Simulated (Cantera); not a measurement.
**CsCl + N₂ (halide evaporation, hydrolysis and transport)**

Charge: 1 mol CsCl, 2.1 mol N₂, equilibrated at 1152 °C and 0.200 bar.

Method: chemical equilibrium by Gibbs-energy minimisation in Cantera with the NASA 1993 tables (ideal gas, pure condensed phases). Candidate condensed phases: Cs, CsCl; 8 gas species. Kinetics and transport are ignored.

```json
{
 "x(N₂)": "0.693",
 "x(CsCl)": "0.284",
 "x(Cs₂Cl₂)": "0.0230",
 "x(Cs)": "2.38e-6",
 "x(Cl)": "2.38e-6",
 "gas_amount": "3.030 mol",
 "log10 activity of CsCl(l) (absent)": "-0.58",
 "log10 activity of Cs(l) (absent)": "-7.54"
}
```
